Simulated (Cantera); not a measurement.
A freely propagating, adiabatic, planar premixed flame of 11.4 % CH4, 1.71 % H2, 18.3 % O2, 68.6 % N2, unburnt at 548 K and 750 Torr; mixture-averaged transport, grid criteria slope 0.08 and curve 0.16, no radiation.

Cantera simulation using GRI-Mech 3.0 (53 species, 325 reactions); the numbers are that mechanism's predictions, not measurements. Burning velocities carry a grid error of a few per cent, more on coarse grids.

x: mole fraction of selected species; z is measured from the peak of heat release.

```tsv
z (mm)	T (K)	u (m/s)	x CH4	x H2	x O2	x C2H4	x H2O	x CH2CO
-1.12	548	0.936	0.114	0.0186	0.183	3.21e-8	5.29e-5	<1e-8
-0.750	551	0.943	0.114	0.0214	0.182	5.01e-7	0.000476	2.13e-8
-0.562	563	0.968	0.112	?	0.181	?	?	?
-0.375	651	1.13	0.106	0.0320	0.174	5.02e-5	0.0128	3.84e-6
-0.187	1098	1.94	0.0732	0.0431	0.136	0.000558	0.0629	7.43e-5
-0.0937	1504	2.69	0.0407	0.0487	0.0924	0.00115	0.108	0.000206
0	1866	3.38	0.0115	0.0505	0.0448	0.000775	0.152	0.000195
0.0937	2040	3.70	0.00146	0.0468	0.0166	8.98e-5	0.175	4.38e-5
0.187	2089	3.78	0.000122	0.0438	0.00627	2.81e-6	0.181	4.50e-6
0.375	2114	3.81	9.30e-7	0.0432	0.00206	<1e-8	0.182	6.01e-8
0.750	2139	3.85	<1e-8	0.0439	?	<1e-8	0.182	<1e-8
1.50	2168	3.89	<1e-8	0.0440	0.000848	<1e-8	0.184	<1e-8
3.00	2198	3.94	<1e-8	0.0438	0.000463	<1e-8	0.187	<1e-8
```

Question: Some entries are withheld; supply them.

Answer: 
- -0.562, x H2: 0.0249
- -0.562, x C2H4: 3.70e-6
- -0.562, x H2O: 0.00211
- -0.562, x CH2CO: 1.96e-7
- 0.750, x O2: 0.00129
